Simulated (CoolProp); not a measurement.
Values from CoolProp's reference Helmholtz-energy equation of state, Gao 2022.

For n-perfluorohexane, give the phase and the cp (kJ/(kg K)), fugacity coefficient at 389.9 K and 2440 kPa; 430 K and 2440 kPa.


- 389.9 K and 2440 kPa: liquid; cp 1.19, fugacity coefficient 0.208
- 430 K and 2440 kPa: liquid; cp 1.30, fugacity coefficient 0.398
